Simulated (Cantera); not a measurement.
A perfectly stirred reactor is fed with CH4 : N2 : H2O = 1 : 170 : 6.5 (molar parts), at 1.40 bar; it is held at 1725 K, and followed from long to short residence time.

Cantera simulation using GRI-Mech 3.0 (53 species, 325 reactions); the numbers are that mechanism's predictions, not measurements.

x: mole fraction; the columns are a selection and need not sum to one.

```json
[
 {"τ (s)": "0.78", "x CH4": "0.000718", "x C2H": "4.95e-9", "x C2H2": "0.000603", "x H": "1.84e-5", "x H2": "0.0140", "x CH3": "1.89e-5"},
 {"τ (s)": "0.46", "x CH4": "0.000885", "x C2H": "7.06e-9", "x C2H2": "0.000822", "x H": "1.74e-5", "x H2": "0.0127", "x CH3": "2.43e-5"},
 {"τ (s)": "0.27", "x CH4": "0.00108", "x C2H": "9.35e-9", "x C2H2": "0.00104", "x H": "1.63e-5", "x H2": "0.0113", "x CH3": "3.10e-5"},
 {"τ (s)": "0.16", "x CH4": "0.00130", "x C2H": "1.15e-8", "x C2H2": "0.00121", "x H": "[?]", "x H2": "0.00982", "x CH3": "3.89e-5"},
 {"τ (s)": "0.090", "x CH4": "0.00158", "x C2H": "1.32e-8", "x C2H2": "0.00133", "x H": "[?]", "x H2": "0.00833", "x CH3": "4.97e-5"},
 {"τ (s)": "0.053", "x CH4": "0.00190", "x C2H": "1.39e-8", "x C2H2": "0.00135", "x H": "[?]", "x H2": "0.00705", "x CH3": "6.17e-5"},
 {"τ (s)": "0.031", "x CH4": "0.00229", "x C2H": "1.37e-8", "x C2H2": "0.00128", "x H": "[?]", "x H2": "0.00586", "x CH3": "7.60e-5"},
 {"τ (s)": "0.018", "x CH4": "0.00275", "x C2H": "1.24e-8", "x C2H2": "0.00112", "x H": "[?]", "x H2": "0.00474", "x CH3": "9.24e-5"},
 {"τ (s)": "0.010", "x CH4": "0.00330", "x C2H": "9.94e-9", "x C2H2": "0.000885", "x H": "[?]", "x H2": "0.00360", "x CH3": "0.000111"},
 {"τ (s)": "0.0061", "x CH4": "0.00378", "x C2H": "7.39e-9", "x C2H2": "0.000654", "x H": "[?]", "x H2": "0.00271", "x CH3": "0.000126"},
 {"τ (s)": "0.0036", "x CH4": "0.00427", "x C2H": "4.58e-9", "x C2H2": "0.000410", "x H": "[?]", "x H2": "0.00184", "x CH3": "0.000139"}
]
```

Problem. What belongs in the gaps?

Solution. 
- 0.16, x H: 1.49e-5
- 0.090, x H: 1.34e-5
- 0.053, x H: 1.19e-5
- 0.031, x H: 1.03e-5
- 0.018, x H: 8.75e-6
- 0.010, x H: 7.08e-6
- 0.0061, x H: 5.69e-6
- 0.0036, x H: 4.26e-6
